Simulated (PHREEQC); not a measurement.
A solution holds 100 mmol/kgw NiCl2, 18 mmol/kgw NaCl and 1.2 mmol/kgw FeSO4, at 60 °C. Closed to the air; pH follows from the charge balance.

Computed with PHREEQC (ion-association model, wateq4f.dat).

Precipitation was switched off in this run.

Task: Order these Fe species by the share of Fe that they hold, largest first: FeSO4, FeCl+, Fe+2.

Result: Fe+2 (92 %), FeCl+ (6.6 %), FeSO4 (0.90 %)

Task: Order these Cl species by the share of Cl that they hold, largest first: NiCl+, NiCl2, Cl-.

Result: Cl- (92 %), NiCl+ (4.9 %), NiCl2 (3.2 %)

The pH is 5.26 and the ionic strength 0.288 mol/kgw. At this temperature some constants are extrapolated from 25 °C, and those without enthalpy data are left unchanged.
